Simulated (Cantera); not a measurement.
A closed system holds: 1 mol C2H2, 0.049 mol H2O, 18 mol H2, at 101000 Pa.

These are equilibrium values from Cantera (NASA tables, ideal gas, pure condensed phases), not measurements of a reactor. Candidate condensed phases: C, C6H6, C7H8, C8H18, H2O; 110 gas species. Kinetics and transport are ignored.

What share of the C ends up in condensed phases as a function of T (K), at 1323, 1423, 1523, 1623, 1723, 1823, 1923, 2023, 2123, 2223, 2323, 2423?


```
T (K)  C condensed (%)           as
-----  ---------------  -----------
1323              91.2  C(graphite)
1423              93.9  C(graphite)
1523              95.3  C(graphite)
1623              96.1  C(graphite)
1723              96.4  C(graphite)
1823              96.5  C(graphite)
1923              96.2  C(graphite)
2023              95.4  C(graphite)
2123              94.1  C(graphite)
2223              91.8  C(graphite)
2323              88.1  C(graphite)
2423              82.7  C(graphite)
```
